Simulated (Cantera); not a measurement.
**Hydrocarbon pyrolysis for carbon deposition**

An isothermal, constant-pressure homogeneous reactor starts with 4.76 % CH4, 95.2 % N2, at 1523 K and 57.0 Pa.

Model: GRI-Mech 3.0 (53 species, 325 reactions), integrated in Cantera. GRI-Mech 3.0 stops at C3 and has no aromatics, soot or wall deposition, so with more carbon than oxygen in the feed, carbon stays in small species such as C2H2 where larger ones or solid carbon would form. Radical loss at walls, strong at low pressure, is not modelled.

| t (s) | x CH4 | x CH2 | x C2H2 | x H2 | x C2H4 | x C2H6 | x H |
|---|---|---|---|---|---|---|---|
| 4.00e-5 | 0.0476 | <1e-12 | <1e-12 | 6.94e-12 | <1e-12 | <1e-12 | 6.08e-10 |
| 0.000105 | 0.0476 | <1e-12 | <1e-12 | 4.75e-11 | <1e-12 | <1e-12 | 1.57e-9 |
| 0.000276 | 0.0476 | <1e-12 | <1e-12 | 3.16e-10 | <1e-12 | <1e-12 | 3.93e-9 |
| 0.000726 | 0.0476 | <1e-12 | <1e-12 | 2.01e-9 | <1e-12 | <1e-12 | 9.16e-9 |
| 0.00191 | 0.0476 | <1e-12 | <1e-12 | 1.14e-8 | <1e-12 | <1e-12 | 1.80e-8 |
| 0.00502 | 0.0476 | <1e-12 | <1e-12 | 5.15e-8 | <1e-12 | <1e-12 | 2.57e-8 |
| 0.0132 | 0.0476 | <1e-12 | <1e-12 | 1.76e-7 | <1e-12 | <1e-12 | 2.73e-8 |
| 0.0346 | 0.0476 | 1.56e-12 | <1e-12 | 5.06e-7 | 2.05e-11 | <1e-12 | 2.73e-8 |
| 0.0910 | 0.0476 | 8.63e-12 | <1e-12 | 1.37e-6 | 4.24e-10 | 1.26e-11 | 2.73e-8 |
| 0.239 | 0.0476 | 5.24e-11 | 4.48e-11 | 3.67e-6 | 8.04e-9 | 1.92e-10 | 2.77e-8 |
| 0.629 | 0.0476 | 3.39e-10 | 2.20e-9 | 9.95e-6 | 1.47e-7 | 2.33e-9 | 3.00e-8 |
| 1.65 | 0.0476 | 2.23e-9 | 1.07e-7 | 3.09e-5 | 2.63e-6 | 2.15e-8 | 4.65e-8 |
| 4.34 | 0.0474 | 1.42e-8 | 5.22e-6 | 0.000170 | 4.42e-5 | 1.65e-7 | 1.72e-7 |
| 11.4 | 0.0456 | 7.63e-8 | 0.000245 | 0.00204 | 0.000575 | 9.90e-7 | 1.48e-6 |
| 30.0 | 0.0335 | 1.63e-7 | 0.00526 | 0.0186 | 0.00132 | 1.70e-6 | 1.26e-5 |
x: mole fraction; the columns are a selection and need not sum to one.

Equilibrium at this temperature and pressure: CH4 4.90e-7, CH2 1.18e-10, C2H2 0.00533, H2 0.0680, C2H4 4.65e-8, C2H6 <1e-12, H 0.000254 (gas phase only).
